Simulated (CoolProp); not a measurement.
Vapour-liquid equilibrium of dimethyl carbonate (1) + n-decane (2) at 185.25 °C; x and y are mole fractions of (1).

Values from CoolProp's multi-fluid Helmholtz-energy mixture model, Zhou 2011 and Lemmon 2006; pair parameters Bell 2016.

```
x     bubble pressure (MPa)  y at the bubble point  dew pressure at overall composition x (MPa)  liquid density (mol/L)
----  ---------------------  ---------------------  -------------------------------------------  ----------------------
0.05                 0.2476                  0.462                                       0.1406                   4.281
0.2                  0.5011                  0.745                                       0.1673                   4.643
0.35                 0.6537                  0.816                                       0.2057                   5.076
0.5                  0.7531                  0.853                                       0.2661                   5.613
0.65                 0.8335                  0.884                                       0.3751                   6.310
0.8                  0.9134                  0.921                                       0.6149                   7.250
0.95                 0.9998                  0.976                                       0.9630                   8.567
```

No azeotrope shows between x = 0.05 and 0.95.

Pair parameters are fitted to limited data, so mixtures are less certain than the pure fluids. With so large a gap from Raoult's law the liquid may split in two, which this calculation doesn't test in full.
